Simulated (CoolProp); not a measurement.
Vapour-liquid equilibrium of R143a (1) + n-butane (2) at 44.05 °C; x and y are mole fractions of (1).

Model: multi-fluid Helmholtz-energy mixture model, Lemmon and Jacobsen 2000 and Bücker 2006; pair parameters Bell 2016, in CoolProp.

Task: Give the bubble pressure and the first vapour's composition at x = 0.45, 0.65, 0.95. Is there an azeotrope?

Result: x = 0.45: 1451 kPa, y = 0.738; x = 0.65: 1668 kPa, y = 0.810; x = 0.95: 1972 kPa, y = 0.963. No azeotrope shows between x = 0.05 and 0.95.

Pair parameters are fitted to limited data, so mixtures are less certain than the pure fluids.
